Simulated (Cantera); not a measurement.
**Adiabatic ignition**

An adiabatic, constant-pressure homogeneous reactor starts with C₃H₈ : O₂ : N₂ : H₂O : CO₂ = 1 : 8.47 : 41.5 : 5.9 : 0.077 (molar parts), equivalence ratio 0.59, at 1775 K and 3750 Torr.

Cantera simulation using GRI-Mech 3.0 (53 species, 325 reactions); the numbers are that mechanism's predictions, not measurements. GRI-Mech 3.0 was tuned for natural gas; its chemistry of propane as a main component is partial and can be far from experiment.

| t (s) | T (K) | x C₃H₈ | x O₂ | x H₂O | x HCN | x H₂ | x HO₂ | x CH₂ |
|---|---|---|---|---|---|---|---|---|
| 4.00e-6 | 1940 | 3.71e-5 | 0.112 | 0.125 | 3.63e-7 | 0.0160 | 0.000362 | 6.79e-5 |
| 9.16e-6 | 2304 | <1e-12 | 0.0655 | 0.148 | 2.48e-9 | 0.00774 | 2.57e-5 | 1.10e-12 |
| 2.10e-5 | 2477 | <1e-12 | 0.0607 | 0.157 | 1.10e-11 | 0.00414 | 1.34e-5 | <1e-12 |
| 4.80e-5 | 2543 | <1e-12 | 0.0593 | 0.161 | 8.78e-12 | 0.00244 | 1.20e-5 | <1e-12 |
| 0.000110 | 2550 | <1e-12 | 0.0591 | 0.162 | 8.54e-12 | 0.00226 | 1.19e-5 | <1e-12 |
| 0.000252 | 2549 | <1e-12 | 0.0589 | 0.162 | 9.18e-12 | 0.00226 | 1.19e-5 | <1e-12 |
| 0.000577 | 2548 | <1e-12 | 0.0585 | 0.162 | 1.06e-11 | 0.00225 | 1.18e-5 | <1e-12 |
| 0.00132 | 2545 | <1e-12 | 0.0576 | 0.162 | 1.32e-11 | 0.00224 | 1.16e-5 | <1e-12 |
| 0.00303 | 2540 | <1e-12 | 0.0561 | 0.162 | 1.72e-11 | 0.00222 | 1.12e-5 | <1e-12 |
| 0.00693 | 2534 | <1e-12 | 0.0544 | 0.162 | 2.10e-11 | 0.00219 | 1.08e-5 | <1e-12 |
| 0.0159 | 2532 | <1e-12 | 0.0537 | 0.162 | 2.25e-11 | 0.00218 | 1.06e-5 | <1e-12 |
| 0.0364 | 2532 | <1e-12 | 0.0536 | 0.162 | 2.26e-11 | 0.00218 | 1.06e-5 | <1e-12 |
| 0.0833 | 2532 | <1e-12 | 0.0536 | 0.162 | 2.26e-11 | 0.00218 | 1.06e-5 | <1e-12 |
| 0.191 | 2532 | <1e-12 | 0.0536 | 0.162 | 2.26e-11 | 0.00218 | 1.06e-5 | <1e-12 |
| 0.437 | 2532 | <1e-12 | 0.0536 | 0.162 | 2.26e-11 | 0.00218 | 1.06e-5 | <1e-12 |
| 1.00 | 2532 | <1e-12 | 0.0536 | 0.162 | 2.26e-11 | 0.00218 | 1.06e-5 | <1e-12 |
x: mole fraction; the columns are a selection and need not sum to one.

```yaml
time_of_steepest_temperature_rise: 4.44 µs
temperature at 1.00 s: 2532 K
equilibrium_temperature: 2532 K
x(C₃H₈) at 1.00 s: <1e-12 (gas-phase equilibrium <1e-12)
x(O₂) at 1.00 s: 0.0536 (gas-phase equilibrium 0.0536)
x(H₂O) at 1.00 s: 0.162 (gas-phase equilibrium 0.162)
```
